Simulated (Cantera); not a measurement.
**Thermodynamics of fluorocarbon and chlorocarbon gases, feed CH3F**

Feed: 1 mol CH3F, at 2225 K and 54000 Pa.

Equilibrium computed with Cantera from the NASA thermochemical tables; the gas is ideal and each condensed phase is pure. Candidate condensed phases: C, C6H6, C7H8, C8H18; 95 gas species. Rates play no part.

The x(HF) is 0.498. The x(H2) is 0.494. The x(H) is 0.00619 and the x(C2H2 (acetylene)) is 0.00145. The x(CH4) is 3.28e-5, the x(CH3) is 7.85e-6 and the x(F) is 5.85e-6. The x(C4H2) is 1.73e-6. The n(C(graphite)) comes out as 0.994 mol and the gas amount is 2.006 mol.
